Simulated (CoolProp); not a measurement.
Values from CoolProp's reference Helmholtz-energy equation of state, Lemmon 2006. It is a short technical equation, of lower accuracy than the large ones.

### Question
Give the vapour pressure (bar), enthalpy of vaporisation (kJ/kg), liquid viscosity (µPa s), vapour viscosity (µPa s) of saturated C2F6 (R116) at 202.1, 280.2 K.

### Answer
```json
[
 {"T (K)": "202.1", "p (bar)": "1.46", "enthalpy of vaporisation (kJ/kg)": "114", "liquid viscosity (µPa s)": "372", "vapour viscosity (µPa s)": "9.44"},
 {"T (K)": "280.2", "p (bar)": "22.1", "enthalpy of vaporisation (kJ/kg)": "53.4", "liquid viscosity (µPa s)": "86.9", "vapour viscosity (µPa s)": "15.9"}
]
```

Viscosity comes from a separate model (Huber 2003), an estimate that may be off by 10 % or more.
